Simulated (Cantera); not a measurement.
Charge: 1 mol Cu2O, 2.3 mol CH4, 0.091 mol CO, at 14.0 Pa.

Cantera equilibrium calculation (NASA polynomials, part measured and part estimated; ideal gas, pure solids and liquids). Candidate condensed phases: C, C6H6, C7H8, C8H18, Cu, CuO, Cu(OH)2, Cu2O, H2O; 113 gas species. Equilibrium is a limit: real reactors are often held back by kinetics, nucleation or transport.

x: gas mole fraction; n: condensed amount in mol.

```csv
T (K),x H2,x Cu,x CO,x H,x C2H2 (acetylene),x Cu2,n C(graphite),n Cu(s),n Cu(l)
975,0.808,3.98e-8,0.192,8.69e-8,4.61e-10,<1e-12,1.30,2.00,0
1075,0.808,1.82e-6,0.192,1.12e-6,6.08e-9,1.02e-11,1.30,2.00,0
1175,0.808,4.32e-5,0.192,9.31e-6,5.15e-8,9.14e-10,1.30,2.00,0
1275,0.808,0.000618,0.192,5.60e-5,3.10e-7,3.96e-8,1.30,2.00,0
1375,0.803,0.00588,0.191,0.000260,1.43e-6,9.47e-7,1.30,0,1.97
1475,0.776,?,0.184,?,?,?,1.30,0,?
1575,?,?,?,?,?,?,1.30,0,?
1675,0.592,0.259,0.141,0.00755,3.44e-5,8.78e-5,1.30,0,0
1775,0.583,0.258,0.141,0.0187,8.30e-5,3.95e-5,1.30,0,0
1875,0.565,0.255,0.139,0.0416,0.000179,1.91e-5,1.30,0,0
```

Task: Some entries are withheld; supply them.

Result: 
- 1475, x Cu: 0.0383
- 1475, x H: 0.000966
- 1475, x C2H2 (acetylene): 5.18e-6
- 1475, x Cu2: 1.27e-5
- 1475, n Cu(l): 1.77
- 1575, x H2: 0.648
- 1575, x Cu: 0.195
- 1575, x CO: 0.154
- 1575, x H: 0.00283
- 1575, x C2H2 (acetylene): 1.37e-5
- 1575, x Cu2: 0.000121
- 1575, n Cu(l): 0.615
